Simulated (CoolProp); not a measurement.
Vapour-liquid equilibrium of toluene (1) + m-xylene (2) at 510.5 K; x and y are mole fractions of (1).

Computed with CoolProp (multi-fluid Helmholtz-energy mixture model, Lemmon 2006 and Zhou 2012; pair parameters Bell 2016).

| x | bubble pressure (MPa) | y at the bubble point | dew pressure at overall composition x (MPa) | liquid density (mol/L) |
|---|---|---|---|---|
| 0.05 | 0.8320 | 0.076 | 0.8219 | 6.086 |
| 0.2 | 0.9219 | 0.281 | 0.8841 | (withheld) |
| 0.35 | (withheld) | 0.455 | 0.9563 | 6.274 |
| 0.5 | 1.105 | 0.604 | (withheld) | (withheld) |
| 0.65 | 1.193 | (withheld) | 1.135 | 6.472 |
| 0.8 | 1.278 | 0.851 | (withheld) | 6.582 |
| 0.95 | 1.359 | 0.963 | 1.350 | 6.702 |

Question: Fill in the missing entries.

Answer: 
- 0.2, liquid density (mol/L): 6.179
- 0.35, bubble pressure (MPa): 1.014
- 0.5, dew pressure at overall composition x (MPa): 1.040
- 0.5, liquid density (mol/L): 6.370
- 0.65, y at the bubble point: 0.734
- 0.8, dew pressure at overall composition x (MPa): 1.241

No azeotrope shows between x = 0.05 and 0.95.

Pair parameters are fitted to limited data, so mixtures are less certain than the pure fluids.
